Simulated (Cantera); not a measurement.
Mixture: CO : H₂ : CH₄ : O₂ : N₂ = 1 : 0.95 : 0.77 : 1.4 : 6.29 (molar parts), equivalence ratio 1.8, at 1.00 bar, adiabatic and at constant volume. Ignition delay is the time to a rise of 400 K.

Detailed kinetics in Cantera: GRI-Mech 3.0 (53 species, 325 reactions).

### Question
What does this change do: CH4 0.77 to 0.6 parts?

### Answer
| quantity | before | after |
|---|---|---|
| delay at 1075 K | 3.02 ms | 1.89 ms |
| delay at 1275 K | 0.545 ms | 0.344 ms |
| delay at 1475 K | 0.150 ms | 0.103 ms |
| delay at 1675 K | 58.0 µs | 43.0 µs |
| delay at 1875 K | 26.9 µs | 21.3 µs |
| apparent activation energy between 1675 and 1875 K | 100 kJ/mol | 91 kJ/mol |
